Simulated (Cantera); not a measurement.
A perfectly stirred reactor is fed with 17.6 % H2, 17.2 % O2, 64.9 % N2, 0.246 % NO, at 4.50 bar; it is adiabatic with a 700 K inlet, and is followed from long to short residence time, starting on the burning branch (τ in s: 0.053, 0.024, 0.011, 0.005, 0.0023, 0.001, 0.00048, 0.00022, 9.9e-05, 4.5e-05).

Model: GRI-Mech 3.0 (53 species, 325 reactions), integrated in Cantera. The hydrogen kinetics of GRI-Mech 3.0 are dated; newer H2 mechanisms differ, most at raised pressure. The mechanism lacks 2 NO + O2 → 2 NO2 and HONO, so NO2 and the effect of NO are under-described below about 1400 K.

x: mole fraction; the columns are a selection and need not sum to one.

| τ (s) | T (K) | x H2 | x O2 | x NO | x H2O | x O | x N2 | x N2O |
|---|---|---|---|---|---|---|---|---|
| 0.053 | 1995 | 0.000112 | 0.0921 | 0.00278 | 0.192 | 0.000108 | 0.711 | 6.10e-7 |
| 0.024 | 1994 | 0.000142 | 0.0921 | 0.00274 | 0.192 | 0.000126 | 0.711 | 6.91e-7 |
| 0.011 | 1992 | 0.000200 | 0.0920 | 0.00272 | 0.192 | 0.000162 | 0.711 | 8.40e-7 |
| 0.0050 | 1990 | 0.000307 | 0.0919 | 0.00271 | 0.191 | 0.000231 | 0.711 | 1.09e-6 |
| 0.0023 | 1985 | … | 0.0918 | 0.00271 | 0.191 | … | 0.711 | … |
| 0.0010 | 1977 | 0.000832 | 0.0916 | 0.00270 | 0.190 | 0.000590 | 0.711 | 1.71e-6 |
| 0.00048 | 1967 | 0.00133 | 0.0914 | 0.00270 | 0.189 | 0.000942 | 0.710 | 1.83e-6 |
| 0.00022 | 1950 | … | 0.0912 | 0.00269 | 0.187 | … | 0.709 | 1.75e-6 |
| 9.9e-5 | 1923 | 0.00362 | 0.0911 | 0.00269 | 0.184 | 0.00252 | 0.708 | 1.54e-6 |
| 4.5e-5 | 1882 | 0.00587 | 0.0912 | 0.00268 | 0.180 | 0.00395 | 0.706 | 1.29e-6 |

### Question
What belongs in the gaps?

### Answer

- 0.0023, x H2: 0.000491
- 0.0023, x O: 0.000354
- 0.0023, x N2O: 1.40e-6
- 0.00022, x H2: 0.00219
- 0.00022, x O: 0.00155
